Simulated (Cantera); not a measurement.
A closed system holds: 1 mol CF₄, 0.29 mol HCl, held at 2500 °C and 1.00 Torr.

Equilibrium computed with Cantera from the NASA thermochemical tables; the gas is ideal and each condensed phase is pure. Candidate condensed phases: C, C₆H₆, C₇H₈, C₈H₁₈; 118 gas species. The numbers say what is thermodynamically allowed, not how fast it happens.

Base state: F 0.774, Cl 0.0670, HF 0.0656, CF 0.0536, C₃ 0.0170, CF₂ 0.0161, C 0.00367, C₂ 0.00165 (mole fractions); condensed: C(graphite).

**Question.** What changes in the equilibrium state with this change: temperature from 2500 °C to 1125 °C?

**Answer.** 
| species | before | after |
|---|---|---|
| CF₄ | 3.00e-7 | 0.638 |
| HF | 0.0656 | 0.190 |
| Cl | 0.0670 | 0.130 |
| F | 0.774 | 3.98e-5 |
| CF | 0.0536 | 2.45e-9 |
| C₃ | 0.0170 | <1e-9 |
| Cl₂ | 1.52e-7 | 0.0286 |
| CF₂ | 0.0161 | 0.000183 |
| C | 0.00367 | <1e-9 |
| CClF₃ | <1e-9 | 0.00336 |
| C(graphite), mol | 0.445 | 0.0677 |
Gases not in the tables: C₂F₆ and larger saturated fluorocarbons.

**Question.** What changes in the equilibrium state with this change: temperature from 2500 °C to 2402 °C?

**Answer.** 
| species | before | after |
|---|---|---|
| F | 0.774 | 0.784 |
| Cl | 0.0670 | 0.0691 |
| HF | 0.0656 | 0.0685 |
| CF₂ | 0.0161 | 0.0296 |
| C₃ | 0.0170 | 0.00472 |
| CF | 0.0536 | 0.0422 |
| C₅ | 0.000148 | 2.87e-5 |
| C₄ | 2.85e-5 | 5.67e-6 |
| C₂ | 0.00165 | 0.000450 |
| CF₃ | 8.22e-6 | 2.73e-5 |
| C | 0.00367 | 0.00118 |
| C(graphite), mol | 0.445 | 0.630 |

**Question.** What changes in the equilibrium state with this change: temperature from 2500 °C to 1702 °C?

**Answer.** 
| species | before | after |
|---|---|---|
| CF₄ | 3.00e-7 | 0.422 |
| HF | 0.0656 | 0.163 |
| Cl | 0.0670 | 0.163 |
| F | 0.774 | 0.112 |
| CF₂ | 0.0161 | 0.134 |
| C₃ | 0.0170 | 3.74e-9 |
| CF | 0.0536 | 0.000320 |
| C₂ | 0.00165 | <1e-9 |
| C | 0.00367 | 9.20e-9 |
| C₅ | 0.000148 | <1e-9 |
| CClF₃ | <1e-9 | 0.000104 |
| C₄ | 2.85e-5 | <1e-9 |
| C(graphite), mol | 0.445 | 0 |
Gases not in the tables: C₂F₆ and larger saturated fluorocarbons.
